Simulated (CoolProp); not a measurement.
Vapour-liquid equilibrium of ethylbenzene (1) + n-nonane (2) at 2.9 bar; x and y are mole fractions of (1).

The numbers come from the multi-fluid Helmholtz-energy mixture model, Zhou 2012 and Lemmon 2006; pair parameters Bell 2016 in CoolProp.

Problem. Give the bubble temperature and the first vapour's composition at x = 0.35, 0.5, 0.95. Is there an azeotrope?

Solution. x = 0.35: 187.8 °C, y = 0.431; x = 0.5: 185.3 °C, y = 0.576; x = 0.95: 180.5 °C, y = 0.956. No azeotrope shows between x = 0.05 and 0.95.

Pair parameters are fitted to limited data, so mixtures are less certain than the pure fluids.
